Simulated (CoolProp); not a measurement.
Vapour-liquid equilibrium of chloromethane (R40) (1) + isobutene (2) at 106.75 °C; x and y are mole fractions of (1).

Values from CoolProp's multi-fluid Helmholtz-energy mixture model, Thol 2014 and Lemmon 2005; pair parameters Bell 2016.

```json
[
 {"x": "0.05", "bubble pressure (bar)": "21.73", "y at the bubble point": "0.074", "dew pressure at overall composition x (bar)": "21.42", "liquid density (mol/L)": "8.305"},
 {"x": "0.15", "bubble pressure (bar)": "___", "y at the bubble point": "0.206", "dew pressure at overall composition x (bar)": "22.75", "liquid density (mol/L)": "8.643"},
 {"x": "0.25", "bubble pressure (bar)": "25.24", "y at the bubble point": "0.323", "dew pressure at overall composition x (bar)": "24.16", "liquid density (mol/L)": "9.018"},
 {"x": "0.35", "bubble pressure (bar)": "26.89", "y at the bubble point": "0.430", "dew pressure at overall composition x (bar)": "___", "liquid density (mol/L)": "9.439"},
 {"x": "0.45", "bubble pressure (bar)": "28.47", "y at the bubble point": "0.529", "dew pressure at overall composition x (bar)": "27.21", "liquid density (mol/L)": "9.911"},
 {"x": "0.55", "bubble pressure (bar)": "30.01", "y at the bubble point": "0.622", "dew pressure at overall composition x (bar)": "28.82", "liquid density (mol/L)": "10.44"},
 {"x": "0.65", "bubble pressure (bar)": "___", "y at the bubble point": "___", "dew pressure at overall composition x (bar)": "30.49", "liquid density (mol/L)": "11.05"},
 {"x": "0.75", "bubble pressure (bar)": "33.01", "y at the bubble point": "0.797", "dew pressure at overall composition x (bar)": "32.20", "liquid density (mol/L)": "___"},
 {"x": "0.85", "bubble pressure (bar)": "34.47", "y at the bubble point": "0.880", "dew pressure at overall composition x (bar)": "33.94", "liquid density (mol/L)": "12.50"},
 {"x": "0.95", "bubble pressure (bar)": "___", "y at the bubble point": "0.961", "dew pressure at overall composition x (bar)": "35.74", "liquid density (mol/L)": "13.38"}
]
```

Some entries are withheld; supply them.


- 0.15, bubble pressure (bar): 23.53
- 0.35, dew pressure at overall composition x (bar): 25.65
- 0.65, bubble pressure (bar): 31.52
- 0.65, y at the bubble point: 0.711
- 0.75, liquid density (mol/L): 11.73
- 0.95, bubble pressure (bar): 35.93

No azeotrope shows between x = 0.05 and 0.95.

The pair parameters rest on a limited set of measurements; away from them the model extrapolates.
